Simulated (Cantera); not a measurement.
A diamond (100) surface in a fixed gas of H2 with x(CH4) = 0.004, x(H) = 0.013, x(CH3) = 3.9e-05, 0.0938 atm; coverages are run to steady state.

Detailed kinetics in Cantera: the Harris–Goodwin 1993 mechanism for the reconstructed diamond (100) surface.

One state of this run: growth (µm/h) = 1.95; θ c6HH = 0.393; θ c6H* = 0.0468; θ c6*H = 0.518; θ c6** = 0.0418; θ c6HM = 0.000204. θ: site fractions in the mechanism's names (c6HH fully hydrogenated, c6H* and c6*H radical sites, c6** diradical, c6HM methylated).

**Question.** Which value of T (K) does it belong to?
(A) 1025
(B) 1225
(C) 925
(D) 1275

**Answer.** D, 1275
